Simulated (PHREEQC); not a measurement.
Dissolve 0.0012 mol CsI per kg of water at 85 °C. Closed to the air; pH follows from the charge balance.

The numbers come from PHREEQC with the ion-association model, wateq4f.dat.

ionic strength: 0.00120 mol/kgw

```tsv
species	molality	activity	log γ
Cs+	0.00120	0.00115	-0.019
I-	0.00120	0.00115	-0.019
H+	5.74e-7	5.51e-7	-0.018
OH-	5.74e-7	5.49e-7	-0.019
```

No solid was allowed to form. Constants without temperature data keep their 25 °C values here.
